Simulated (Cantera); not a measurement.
Feed: 1 mol PH3, 0.35 mol O2, held at 101000 Pa.

Method: chemical equilibrium by Gibbs-energy minimisation in Cantera with the NASA 1993 tables (ideal gas, pure condensed phases). Candidate condensed phases: H2O, P, P4O10; 17 gas species. Gases not in the tables: HPO2, HPO3 and P4O6. Equilibrium is a limit: real reactors are often held back by kinetics, nucleation or transport. All values below are at 2673 K.

Base state: H2 0.564, PO 0.194, P2 0.106, H2O 0.0681, H 0.0382, PO2 0.0208, P 0.00588, PH 0.00177 (mole fractions); condensed: gas only.

### Question
What changes in the equilibrium state with this change: PH3 replaced by HBr?

### Answer
```json
[
 {"species": "Br", "before": "0", "after": "0.507"},
 {"species": "H2O", "before": "0.0681", "after": "0.229"},
 {"species": "HBr", "before": "0", "after": "0.120"},
 {"species": "H2", "before": "0.564", "after": "0.0100"},
 {"species": "PO", "before": "0.194", "after": "0"},
 {"species": "P2", "before": "0.106", "after": "0"},
 {"species": "PO2", "before": "0.0208", "after": "0"},
 {"species": "O2", "before": "2.44e-6", "after": "0.0876"},
 {"species": "OH", "before": "0.00115", "after": "0.0290"},
 {"species": "H", "before": "0.0382", "after": "0.00509"},
 {"species": "P", "before": "0.00588", "after": "0"},
 {"species": "Br2", "before": "0", "after": "0.00239"},
 {"species": "PH", "before": "0.00177", "after": "0"},
 {"species": "HO2", "before": "3.60e-9", "after": "1.72e-5"},
 {"species": "O", "before": "4.99e-5", "after": "0.00946"}
]
```
Further candidate phases: Br2.
